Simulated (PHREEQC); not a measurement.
A solution holds 0.01 mol/kgw KOH and 0.00016 mol/kgw Na2SiO3, at 75 °C. Closed to the air; pH follows from the charge balance.

Computed with PHREEQC (ion-association model, wateq4f.dat).

This is a speciation only: nothing precipitates in the calculation.

Task: Order these Si species by the share of Si that they hold, largest first: H2SiO4-2, H3SiO4-, H4SiO4.

Result: H3SiO4- (92 %), H2SiO4-2 (4.6 %), H4SiO4 (3.3 %)

The pH is 10.66 and the ionic strength 0.0103 mol/kgw. Species that the database lacks are ignored. Away from 25 °C the constants follow the database's enthalpies or fits; those with neither stay at their 25 °C values.
